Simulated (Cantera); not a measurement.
An adiabatic, constant-volume homogeneous reactor starts with 12.1 % CH4, 16.1 % O2, 60.7 % N2, 11.1 % CO2, at 1673 K and 5.00 bar.

Cantera simulation using GRI-Mech 3.0 (53 species, 325 reactions); the numbers are that mechanism's predictions, not measurements.

### Question
Predict: time of steepest temperature rise; temperature at 2.00 s; equilibrium temperature; x(O2) at 2.00 s; x(CO2) at 2.00 s; x(HCN) at 2.00 s; x(CO) at 2.00 s; x(H2) at 2.00 s.

### Answer
```
Quantity                                                            Result
---------------------------------  ---------------------------------------
time of steepest temperature rise                                  91.3 µs
temperature at 2.00 s                                               2916 K
equilibrium temperature                                             2916 K
x(O2) at 2.00 s                    0.00290 (gas-phase equilibrium 0.00290)
x(CO2) at 2.00 s                     0.0859 (gas-phase equilibrium 0.0859)
x(HCN) at 2.00 s                   7.02e-8 (gas-phase equilibrium 7.02e-8)
x(CO) at 2.00 s                        0.126 (gas-phase equilibrium 0.126)
x(H2) at 2.00 s                      0.0355 (gas-phase equilibrium 0.0355)
```
